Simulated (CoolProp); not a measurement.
Vapour-liquid equilibrium of ethane (1) + propane (2) at 93.4 kPa; x and y are mole fractions of (1).

The numbers come from the multi-fluid Helmholtz-energy mixture model, Bücker 2006 and Lemmon 2009; pair parameters Kunz 2012 in CoolProp.

Give the bubble temperature and the first vapour's composition at x = 0.35, 0.5, 0.8. Is there an azeotrope?

x = 0.35: 202.1 K, y = 0.833; x = 0.5: 195.9 K, y = 0.912; x = 0.8: 187.2 K, y = 0.981. No azeotrope shows between x = 0.05 and 0.95.

Pair parameters are fitted to limited data, so mixtures are less certain than the pure fluids.
